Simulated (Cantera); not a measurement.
**Reactions in the system Al-C-N-O**

Source: NASA polynomial tables (part measured, part estimated), evaluated in Cantera. Values are per mole of reaction as written; species without (g) are pure solids or liquids, kept so even where they would boil at 1 bar.

2 Al2O(g) + 4 NO2(g) + 5 C ⇌ 4 AlN + 5 CO2(g)

```json
[
 {"T (K)": "1373", "ΔH° (kJ)": "-3060.1", "ΔS° (J/K)": "-309.3", "ΔG° (kJ)": "-2635.5", "log10 K": "100.26"},
 {"T (K)": "1398", "ΔH° (kJ)": "-3059.5", "ΔS° (J/K)": "-308.8", "ΔG° (kJ)": "-2627.7", "log10 K": "98.18"},
 {"T (K)": "1423", "ΔH° (kJ)": "-3058.8", "ΔS° (J/K)": "-308.4", "ΔG° (kJ)": "-2620.0", "log10 K": "96.17"},
 {"T (K)": "1448", "ΔH° (kJ)": "-3058.2", "ΔS° (J/K)": "-307.9", "ΔG° (kJ)": "-2612.3", "log10 K": "94.23"},
 {"T (K)": "1473", "ΔH° (kJ)": "-3057.5", "ΔS° (J/K)": "-307.5", "ΔG° (kJ)": "-2604.6", "log10 K": "92.36"},
 {"T (K)": "1498", "ΔH° (kJ)": "-3056.9", "ΔS° (J/K)": "-307.0", "ΔG° (kJ)": "-2596.9", "log10 K": "90.55"},
 {"T (K)": "1523", "ΔH° (kJ)": "-3056.2", "ΔS° (J/K)": "-306.6", "ΔG° (kJ)": "-2589.3", "log10 K": "88.80"},
 {"T (K)": "1548", "ΔH° (kJ)": "-3055.6", "ΔS° (J/K)": "-306.2", "ΔG° (kJ)": "-2581.6", "log10 K": "87.11"},
 {"T (K)": "1573", "ΔH° (kJ)": "-3054.9", "ΔS° (J/K)": "-305.8", "ΔG° (kJ)": "-2574.0", "log10 K": "85.47"},
 {"T (K)": "1598", "ΔH° (kJ)": "-3054.3", "ΔS° (J/K)": "-305.3", "ΔG° (kJ)": "-2566.3", "log10 K": "83.89"}
]
```
